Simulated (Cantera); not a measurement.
Feed: 1 mol CaCO3, 0.65 mol O2, 4 mol N2, equilibrated at 218 Torr.

Method: chemical equilibrium by Gibbs-energy minimisation in Cantera with the NASA 1993 tables (ideal gas, pure condensed phases). Candidate condensed phases: C, Ca, CaCO3, CaO; 27 gas species. Equilibrium is a limit: real reactors are often held back by kinetics, nucleation or transport. All values below are at 1302 °C.

Base state: N2 0.707, CO2 0.177, O2 0.114, NO 0.00121, CO 1.39e-5 (mole fractions); condensed: CaO(s).

**Question.** What changes in the equilibrium state with this change: 0.044 mol H2 added?

**Answer.** 
| species | before | after |
|---|---|---|
| N2 | 0.707 | 0.705 |
| CO2 | 0.177 | 0.176 |
| O2 | 0.114 | 0.110 |
| H2O | 0 | 0.00773 |
| OH | 0 | 4.70e-5 |
| NO | 0.00121 | 0.00119 |
| CaO(s), mol | 1.00 | 1.00 |
Further candidate phases: C6H6, C7H8, C8H18, Ca(OH)2, H2O.
